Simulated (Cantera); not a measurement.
A Cantera script and what it prints.

```python
import numpy as np
import cantera as ct

gas_names = """
    C CO CO2 C2 C2O C3 C3O2 C4 C5 Cu CuO Cu2 O O2 O3
""".split()
cond_names = """
    C(gr) Cu(cr) Cu(L) CuO(s) Cu2O(s) Cu2O(L)
""".split()


# ... load() reads the species with a 1 bar reference pressure and builds the phases ...
atoms = {
    'CuO': {'Cu': 1, 'O': 1},
    'CO': {'C': 1, 'O': 1},
}
top_T = {'C(gr)': 4500, 'CuO(s)': 1390}  # K; cautious upper limits of use, not melting points


# ... equilibrate(T, P, feed) seeds the gas with the atoms and calls Mixture.equilibrate('TP', solver="vcs", rtol=1e-11, max_steps=5000) ...
results = []
T = 1948  # K
P = 10000  # Pa
for m in [0.98, 1.5, 2, 2.5, 3.1, 3.6, 4.1, 4.6, 5.2, 5.7, 6.2]:
    feed = {'CuO': 1, 'CO': m}  # mol
    mix = equilibrate(T, P, feed)
    results.append((T, P, feed, dict(zip(mix.species_names, mix.species_moles))))

top = {s: max(r[3][s] / sum(r[3][g] for g in gas_names) for r in results) for s in gas_names}
cols = sorted((s for s in top if top[s] > 0.0001), key=lambda s: -top[s])[:7]
seen = [c for c in cond_names if any(r[3].get(c, 0) > 1e-12 for r in results)]
print("log10 of partial pressures in bar; condensed amounts in mol")
print(f"{'n(CO)':>10s}" + "".join(f"{s[:9]:>10s}" for s in cols + seen))
for T, P, feed, n in results:
    ng = sum(n[g] for g in gas_names)
    print(f"{feed['CO']:10.4g}" + "".join(f"{np.log10(max(n[s] / ng * P / 1e5, 1e-99)):10.3f}" for s in cols)
          + "".join(f"{n.get(c, 0):10.4g}" for c in seen))
```

Result:

```
log10 of partial pressures in bar; condensed amounts in mol
     n(CO)       CO2        CO        Cu        O2         O       CuO     Cu(L)
      0.98    -1.029    -2.737    -2.582    -2.727    -4.716    -4.894    0.9728
       1.5    -1.188    -1.489    -2.582    -5.543    -6.124    -6.302    0.9593
         2    -1.313    -1.313    -2.582    -6.145    -6.425    -6.603    0.9458
       2.5    -1.410    -1.233    -2.582    -6.497    -6.601    -6.779    0.9323
       3.1    -1.503    -1.181    -2.582    -6.789    -6.747    -6.925     0.916
       3.6    -1.568    -1.153    -2.582    -6.975    -6.840    -7.018    0.9025
       4.1    -1.624    -1.133    -2.582    -7.128    -6.916    -7.094    0.8889
       4.6    -1.674    -1.118    -2.582    -7.258    -6.981    -7.159    0.8754
       5.2    -1.728    -1.104    -2.582    -7.391    -7.048    -7.226    0.8591
       5.7    -1.767    -1.095    -2.582    -7.489    -7.097    -7.275    0.8456
       6.2    -1.804    -1.088    -2.582    -7.577    -7.141    -7.319     0.832
```

Equilibrium computed with Cantera from the NASA thermochemical tables; the gas is ideal and each condensed phase is pure.
